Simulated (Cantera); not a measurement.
A perfectly stirred reactor is fed with CO : H2 : O2 : N2 : CO2 = 1 : 1 : 0.833 : 3.13 : 0.85 (molar parts), at 4.44 atm; it is adiabatic with a 823 K inlet, and is followed from long to short residence time, starting on the burning branch (τ in s: 0.41, 0.14, 0.047, 0.016, 0.0054, 0.0018, 0.00062, 0.00021, 7.1e-05, 2.4e-05, 8.2e-06).

Detailed kinetics in Cantera: GRI-Mech 3.0 (53 species, 325 reactions). The hydrogen kinetics of GRI-Mech 3.0 are dated; newer H2 mechanisms differ, most at raised pressure.

x: mole fraction; the columns are a selection and need not sum to one.

```csv
τ (s),T (K),x CO,x H2,x O2,x OH,x NO2,x CO2
0.41,2436,0.0585,0.00618,0.00281,0.00348,4.40e-7,0.249
0.14,2435,0.0586,0.00619,0.00288,0.00352,4.32e-7,0.249
0.047,2433,0.0589,0.00623,0.00309,0.00363,4.11e-7,0.249
0.016,2426,0.0596,0.00634,0.00363,0.00390,3.62e-7,0.248
0.0054,2409,0.0616,0.00662,0.00486,?,2.75e-7,0.245
0.0018,2370,0.0657,0.00726,0.00728,?,1.78e-7,0.240
0.00062,2305,0.0725,0.00839,0.0111,?,1.03e-7,0.232
0.00021,2208,0.0819,0.0102,0.0165,?,5.54e-8,0.220
7.1e-5,2079,0.0926,0.0127,0.0231,0.00936,3.37e-8,0.206
2.4e-5,1920,0.104,0.0161,0.0307,0.00956,2.42e-8,0.191
8.2e-6,1729,0.116,0.0221,0.0411,?,1.52e-8,0.174
```

Q: What belongs in the gaps?

A: 
- 0.0054, x OH: 0.00447
- 0.0018, x OH: 0.00547
- 0.00062, x OH: 0.00679
- 0.00021, x OH: 0.00825
- 8.2e-6, x OH: 0.00832
